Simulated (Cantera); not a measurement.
A Cantera script and its output.

```python
import numpy as np
import cantera as ct

gas = ct.Solution("gri30.yaml")
gas.TPX = 1650, 13000, {'NO': 1, 'N2': 0.86}
reactor = ct.IdealGasConstPressureReactor(gas, energy="off", clone=False)
net = ct.ReactorNet([reactor])
net.rtol, net.atol = 1e-08, 1e-18
show = ['NO', 'O', 'NO2', 'N2O', 'N2', 'O2']
times = np.geomspace(7e-05, 100, 11)

steps = ct.SolutionArray(gas, extra=["t"])
rows = []
print(f"{'t/s':>10s}{'T/K':>9s}{'P/Pa':>11s}" + "".join(f"{s:>11s}" for s in show))
for t in times:
    while net.time < t:
        t_next = net.step()
        steps.append(gas.state, t=t_next)
    rows.append([np.interp(t, steps.t, y) for y in (steps.T, steps.P, *steps(*show).X.T)])
    print(f"{t:10.3e}{rows[-1][0]:9.1f}{rows[-1][1]:11.4g}" + "".join(f"{x:11.3e}" for x in rows[-1][2:]))
rate = np.gradient(steps.T, steps.t)
print("integrator steps:", len(steps.t))
if steps.T.max() > steps.T[0] + 200:
    print(f"time of steepest temperature rise: {steps.t[rate.argmax()]:.4e} s")
gas.TPX = 1650, 13000, {'NO': 1, 'N2': 0.86}
gas.equilibrate("TP")
print(f"equilibrium (TP): T = {gas.T:.1f} K  " + "  ".join(f"{s} {gas[s].X[0]:.3e}" for s in show))
```

It prints:

```
       t/s      T/K       P/Pa         NO          O        NO2        N2O         N2         O2
 7.000e-05   1650.0    1.3e+04  5.376e-01  1.334e-07  7.106e-09  1.404e-07  4.624e-01  6.558e-11
 2.888e-04   1650.0    1.3e+04  5.376e-01  4.731e-07  1.079e-07  5.779e-07  4.624e-01  1.017e-09
 1.191e-03   1650.0    1.3e+04  5.376e-01  1.161e-06  1.252e-06  2.364e-06  4.624e-01  1.416e-08
 4.916e-03   1650.0    1.3e+04  5.376e-01  1.759e-06  8.318e-06  9.416e-06  4.624e-01  2.044e-07
 2.028e-02   1650.0    1.3e+04  5.375e-01  3.185e-06  3.665e-05  3.374e-05  4.624e-01  4.491e-06
 8.367e-02   1650.0    1.3e+04  5.373e-01  5.228e-06  8.195e-05  8.340e-05  4.625e-01  8.654e-05
 3.452e-01   1650.0    1.3e+04  5.362e-01  5.887e-06  9.403e-05  1.033e-04  4.630e-01  6.099e-04
 1.424e+00   1650.0    1.3e+04  5.317e-01  6.863e-06  1.135e-04  1.014e-04  4.652e-01  2.813e-03
 5.875e+00   1650.0    1.3e+04  5.140e-01  9.770e-06  1.683e-04  9.370e-05  4.741e-01  1.164e-02
 2.424e+01   1650.0    1.3e+04  4.499e-01  1.626e-05  2.626e-04  7.009e-05  5.062e-01  4.363e-02
 1.000e+02   1650.0    1.3e+04  2.866e-01  2.613e-05  2.805e-04  2.749e-05  5.878e-01  1.252e-01
integrator steps: 882
equilibrium (TP): T = 1650.0 K  NO 2.601e-03  O 3.738e-05  NO2 3.735e-06  N2O 5.327e-08  N2 7.299e-01  O2 2.675e-01
```

Detailed kinetics in Cantera: GRI-Mech 3.0 (53 species, 325 reactions).
